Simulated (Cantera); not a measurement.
Feed: 1 mol Si, 1.6 mol Cl2, 45 mol H2, equilibrated at 1125 K and 0.0120 Torr.

Equilibrium computed with Cantera from the NASA thermochemical tables; the gas is ideal and each condensed phase is pure. Candidate condensed phases: Si; 19 gas species. The tables' values for SiCl3 are old estimates; treat these amounts as uncertain. The numbers say what is thermodynamically allowed, not how fast it happens.

Base state: H2 0.938, HCl 0.0548, SiCl2 0.00677, SiCl3 9.89e-5, SiCl4 1.78e-5, H 1.08e-5 (mole fractions); condensed: Si(s).

**Question.** What changes in the equilibrium state with this change: pressure from 0.0120 Torr to 7.50 Torr?

**Answer.** 
```
species      before    after
----------  -------  -------
H2            0.938    0.950
HCl          0.0548   0.0409
SiCl2       0.00677  0.00373
SiCl4       1.78e-5  0.00337
SiH2Cl2     1.93e-7  6.73e-5
SiHCl3      5.29e-6  0.00136
H           1.08e-5  4.33e-7
SiCl3       9.89e-5  0.00101
Si(s), mol    0.679    0.558
```
